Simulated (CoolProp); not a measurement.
Vapour-liquid equilibrium of ethanol (1) + benzene (2) at 1780 kPa; x and y are mole fractions of (1).

Values from CoolProp's multi-fluid Helmholtz-energy mixture model, Schroeder 2014 and Thol 2012; pair parameters Bell 2016.

```csv
x,bubble temperature (K),y at the bubble point,dew temperature at overall composition x (K),liquid density (mol/L)
0.05,476.1,0.155,483.3,8.395
0.125,465.6,0.307,478.2,8.708
0.2,459.2,0.403,473.0,8.970
0.275,455.3,0.468,467.8,9.218
0.35,452.6,0.518,462.7,9.475
0.425,450.7,0.560,457.8,9.756
0.5,449.4,0.600,453.5,10.07
0.575,448.4,0.641,450.2,10.42
0.65,447.7,0.686,448.2,10.81
0.725,447.3,0.738,447.4,11.24
0.8,447.3,0.798,447.3,11.72
0.875,447.5,0.867,447.5,12.23
0.95,447.9,0.945,447.9,12.78
```

y crosses x between x = 0.725 and 0.8: the model has an azeotrope there.

Pair parameters are fitted to limited data, so mixtures are less certain than the pure fluids.
